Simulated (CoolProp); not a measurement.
Computed with CoolProp (reference Helmholtz-energy equation of state, Leachman 2009).

### Question
Give the vapour pressure (bar), liquid density (kg/m³), vapour Z, surface tension (mN/m) of saturated normal hydrogen at -243.55 °C.

### Answer
```json
[
 {"T (°C)": "-243.55", "p (bar)": "7.54", "liquid density (kg/m³)": "55.6", "vapour Z": "0.641", "surface tension (mN/m)": "0.402"}
]
```

Surface tension comes from a separate correlation (Mulero 2012).
